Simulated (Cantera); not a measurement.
A closed system holds: 1 mol H₂O, 4.2 mol O₂, at 34.0 Pa.

Cantera equilibrium calculation (NASA polynomials, part measured and part estimated; ideal gas, pure solids and liquids). Candidate condensed phases: H₂O; 9 gas species. The numbers say what is thermodynamically allowed, not how fast it happens. All values below are at 2648 K.

Base state: O 0.633, H 0.170, O₂ 0.164, OH 0.0263, H₂ 0.00452, H₂O 0.00288 (mole fractions); condensed: gas only.

Question: What changes in the equilibrium state with this change: 0.022 mol CH₄ added?

Answer: 
```json
[
 {"species": "O", "before": "0.633", "after": "0.627"},
 {"species": "H", "before": "0.170", "after": "0.175"},
 {"species": "O₂", "before": "0.164", "after": "0.161"},
 {"species": "OH", "before": "0.0263", "after": "0.0269"},
 {"species": "CO", "before": "0", "after": "0.00209"},
 {"species": "CO₂", "before": "0", "after": "0.000200"}
]
```
Further candidate phases: C, C₆H₆, C₇H₈, C₈H₁₈.

Question: What changes in the equilibrium state with this change: O₂ from 4.2 to 0.019 mol?

Answer: 
```tsv
species	before	after
H	0.170	0.583
O	0.633	0.277
H₂	0.00452	0.0535
O₂	0.164	0.0314
H₂O	0.00288	0.0149
OH	0.0263	0.0396
```
